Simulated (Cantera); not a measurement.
Charge: 1 mol B, 0.3 mol O₂, at 2125 °C and 0.130 bar.

Equilibrium computed with Cantera from the NASA thermochemical tables; the gas is ideal and each condensed phase is pure. Candidate condensed phases: B, B₂O₃; 10 gas species. Kinetics and transport are ignored.

Base state: B₂O₂ 0.649, BO 0.285, B₂O₃ 0.0566, B₂O 0.00908, B 0.000241, BO₂ 8.64e-5 (mole fractions); condensed: B(l).

What changes in the equilibrium state with this change: 0.11 mol H₂O added?


| species | before | after |
|---|---|---|
| B₂O₂ | 0.649 | 0.427 |
| BO | 0.285 | 0.231 |
| HBO | 0 | 0.172 |
| H₂ | 0 | 0.115 |
| H | 0 | 0.0149 |
| B₂O₃ | 0.0566 | 0.0301 |
| HBO₂ | 0 | 0.00200 |
| BH₂ | 0 | 0.000342 |
| B(l), mol | 0.416 | 0.303 |
The tables' values for BH₂ are old estimates; treat these amounts as uncertain. Further candidate phases: B₃O₃H₃, H₂O.

What changes in the equilibrium state with this change: O₂ from 0.3 to 4 mol?


| species | before | after |
|---|---|---|
| O₂ | <1e-9 | 0.815 |
| B₂O₃ | 0.0566 | 0.0954 |
| BO₂ | 8.64e-5 | 0.0677 |
| B₂O₂ | 0.649 | 3.01e-6 |
| BO | 0.285 | 0.000614 |
| O | 5.92e-8 | 0.0215 |
| B₂O | 0.00908 | <1e-9 |
| B | 0.000241 | <1e-9 |
| B(l), mol | 0.416 | 0 |
